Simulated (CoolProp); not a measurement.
A single-stage vapour-compression cycle with R1336mzz(E): evaporating at 310.15 K (dew point), condensing at 351.15 K (bubble point), superheat 10 K, subcooling 2 K, compressor efficiency 0.85, no pressure losses. Each further row changes one setting.

Model: reference Helmholtz-energy equation of state, Akasaka 2023, in CoolProp.

```csv
case,cooling COP,pressure ratio,discharge temperature (K),refrigerating effect (kJ/kg),volumetric capacity (kJ/m³)
as stated,4.96,3.13,353.9,95.6,1880
evaporating temperature 315.15 K,5.94,2.68,354.8,99.0,2270
condensing temperature 346.15 K,5.92,2.77,349.7,102,2010
subcooling 7 K,5.31,3.13,353.9,102,2010
superheat 20 K,5.15,3.13,363.6,104,1970
compressor efficiency 0.75,4.37,3.13,356.4,95.6,1880
```
